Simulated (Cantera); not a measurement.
What does this Cantera script print?

```python
import numpy as np
import cantera as ct

gas_names = """
    B BH BH2 BH3 BN B2 H H2 N NH NH2 NH3 N2 N2H2 N2H4
""".split()
cond_names = """
    B(b) B(L) BN(s)
""".split()


# ... load() reads the species with a 1 bar reference pressure and builds the phases ...
atoms = {
    'borazine': {'B': 3, 'N': 3, 'H': 6},
    'H2': {'H': 2},
    'N2': {'N': 2},
}
top_T = {'BN(s)': 3200}  # K; cautious upper limits of use, not melting points


# ... equilibrate(T, P, feed) seeds the gas with the atoms and calls Mixture.equilibrate('TP', solver="vcs", rtol=1e-11, max_steps=5000) ...
results = []
feed = {'borazine': 1, 'H2': 19, 'N2': 0.72}  # mol
T = 1798  # K
for P in [10, 37, 140, 520, 1900, 7200, 27000, 100000]:
    mix = equilibrate(T, P, feed)
    results.append((T, P, feed, dict(zip(mix.species_names, mix.species_moles))))

top = {s: max(r[3][s] / sum(r[3][g] for g in gas_names) for r in results) for s in gas_names}
cols = sorted((s for s in top if top[s] > 1e-05), key=lambda s: -top[s])[:9]
seen = [c for c in cond_names if any(r[3].get(c, 0) > 1e-12 for r in results)]
print("log10 of partial pressures in bar; condensed amounts in mol")
print(f"{'P/Pa':>10s}" + "".join(f"{s[:9]:>10s}" for s in cols + seen))
for T, P, feed, n in results:
    ng = sum(n[g] for g in gas_names)
    print(f"{P:10.4g}" + "".join(f"{np.log10(max(n[s] / ng * P / 1e5, 1e-99)):10.3f}" for s in cols)
          + "".join(f"{n.get(c, 0):10.4g}" for c in seen))
```

It prints:

```
log10 of partial pressures in bar; condensed amounts in mol
      P/Pa        H2        N2         H       BH2         B      B(b)     BN(s)
        10    -4.034    -5.387    -5.470    -7.926    -8.502    0.4715     2.525
        37    -3.454    -4.934    -5.180    -7.572    -8.728         0     2.998
       140    -2.872    -4.355    -4.889    -7.280    -9.018         0     2.999
       520    -2.300    -3.784    -4.603    -6.994    -9.304         0         3
      1900    -1.736    -3.221    -4.322    -6.711    -9.585         0         3
      7200    -1.157    -2.642    -4.032    -6.422    -9.875         0         3
   2.7e+04    -0.583    -2.068    -3.745    -6.134   -10.162         0         3
     1e+05    -0.014    -1.499    -3.460    -5.850   -10.446         0         3
```

These are equilibrium values from Cantera (NASA tables, ideal gas, pure condensed phases), not measurements of a reactor. The feed counts by its element totals alone. Mutual solubility and eutectic melting of coexisting phases are not modelled. The tables' values for BH2 are old estimates; treat these amounts as uncertain.
